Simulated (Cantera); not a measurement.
A Cantera script and what it prints.

```python
import numpy as np
import cantera as ct

gas_names = """
    H2 S2 H2S CS2
""".split()
cond_names = """
    Na(cr) Na(L) Na2S(1) Na2S(2) Na2S(L) C(gr) Ni(cr) Ni(L) Ni3S4(s)
""".split()


# ... load() reads the species with a 1 bar reference pressure and builds the phases ...
species = {s.name: s for s in load("nasa_gas.yaml", gas_names) + load("nasa_condensed.yaml", cond_names)}
# Each term lists the table entries of one substance; the one whose range holds T is used.
reactions = {
    '2 H2(g) + S2(g) = 2 H2S(g)':
        [(-2, ['H2']), (-1, ['S2']), (2, ['H2S'])],
    '4 Na + S2(g) = 2 Na2S':
        [(-4, ['Na(cr)', 'Na(L)']), (-1, ['S2']), (2, ['Na2S(1)', 'Na2S(2)', 'Na2S(L)'])],
    'C + S2(g) = CS2(g)':
        [(-1, ['C(gr)']), (-1, ['S2']), (1, ['CS2'])],
    '1.5 Ni + S2(g) = 0.5 Ni3S4':
        [(-1.5, ['Ni(cr)', 'Ni(L)']), (-1, ['S2']), (0.5, ['Ni3S4(s)'])],
}


def pick(names, T):
    return next(species[n] for n in names if species[n].thermo.min_temp <= T <= species[n].thermo.max_temp)


results = []
for label, terms in reactions.items():
    print(label)
    print("     T/K   dH/kJ  dS/(J/K)   dG/kJ   log10 K")
    for T in [300, 373, 423, 473, 523, 573]:
        used = [(nu, pick(names, T)) for nu, names in terms]
        dH = sum(nu * s.thermo.h(T) for nu, s in used) / 1e6
        dS = sum(nu * s.thermo.s(T) for nu, s in used) / 1e3
        dG = dH - T * dS / 1e3
        logK = -dG * 1e6 / (ct.gas_constant * T * np.log(10))
        results.append((label, T, dH, dS, dG, logK, [s.name for _, s in used]))
        print(f"{T:8g} {dH:8.1f} {dS:8.1f} {dG:8.1f} {logK:8.2f}")
```

Result:

```
2 H2(g) + S2(g) = 2 H2S(g)
     T/K   dH/kJ  dS/(J/K)   dG/kJ   log10 K
     300   -169.4    -78.3   -146.0    25.41
     373   -171.0    -83.0   -140.1    19.62
     423   -172.1    -85.7   -135.9    16.78
     473   -173.1    -88.0   -131.5    14.52
     523   -174.1    -90.0   -127.1    12.69
     573   -175.0    -91.6   -122.5    11.17
4 Na + S2(g) = 2 Na2S
     T/K   dH/kJ  dS/(J/K)   dG/kJ   log10 K
     300   -860.6   -240.9   -788.3   137.25
     373   -869.9   -265.7   -770.8   107.94
     423   -869.5   -264.6   -757.5    93.54
     473   -868.9   -263.4   -744.3    82.20
     523   -868.2   -262.0   -731.2    73.03
     573   -867.4   -260.5   -718.1    65.46
C + S2(g) = CS2(g)
     T/K   dH/kJ  dS/(J/K)   dG/kJ   log10 K
     300    -11.4      4.0    -12.6     2.20
     373    -11.1      4.9    -13.0     1.82
     423    -10.9      5.4    -13.2     1.63
     473    -10.8      5.8    -13.5     1.49
     523    -10.6      6.1    -13.8     1.38
     573    -10.5      6.3    -14.1     1.29
1.5 Ni + S2(g) = 0.5 Ni3S4
     T/K   dH/kJ  dS/(J/K)   dG/kJ   log10 K
     300   -278.9   -179.8   -225.0    39.18
     373   -278.1   -177.3   -212.0    29.68
     423   -277.5   -175.8   -203.1    25.08
     473   -276.8   -174.2   -194.4    21.47
     523   -276.0   -172.6   -185.7    18.55
     573   -275.1   -171.1   -177.1    16.15
```

Cantera with NASA thermochemical tables; ideal gases at 1 bar, condensed phases pure. Condensed species are held in their standard states even where they would react or evaporate.
